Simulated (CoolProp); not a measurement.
A Linde-Hampson liquefier for oxygen: isothermal reversible compression at 300 K from 1 atm to 30 MPa, throttling to 1 atm, return gas leaving the recuperator 10 K below the feed. Each further row changes one setting.

Computed with CoolProp (reference Helmholtz-energy equation of state, Schmidt 1985).

```tsv
case	liquid yield per pass	compression work (kJ/kg of gas)
as stated	[?]	435
high pressure 60 MPa	[?]	[?]
warm-end temperature 330 K	[?]	[?]
warm-end gap 15 K	[?]	435
```

Q: Some entries are withheld; supply them.

A: 
- as stated, liquid yield per pass: 0.117
- high pressure 60 MPa, liquid yield per pass: 0.145
- high pressure 60 MPa, compression work (kJ/kg of gas): 494
- warm-end temperature 330 K, liquid yield per pass: 0.085
- warm-end temperature 330 K, compression work (kJ/kg of gas): 484
- warm-end gap 15 K, liquid yield per pass: 0.107

Above 300 K oxygen's equation is extrapolated.
